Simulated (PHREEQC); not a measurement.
# Brine: speciation

A solution holds 0.058 mol/kgw ZnCl2, 0.66 mol/kgw FeCl2 and 0.00058 mol/kgw NaCl, at 25 °C. It is in equilibrium with CO2 at log p = -1 (atm). Otherwise closed; pH follows from the charge balance.

Equilibrium calculation in PHREEQC: ion-association model, phreeqc.dat.

No solid was allowed to form.

Q: Estimate the pH, ionic strength, activity of water.

A: pH 3.94; ionic strength 1.88 mol/kgw; activity of water 0.966.

Q: In which forms is Cl present?

A: Cl- 87 %, FeCl+ 7.0 %, ZnCl4-2 3.1 %, ZnCl3- 1.5 %, ZnCl+ 0.8 % of the Cl.

Caution: at this ionic strength the ion-association model is outside its range; a Pitzer model would be the better tool where its parameters exist.
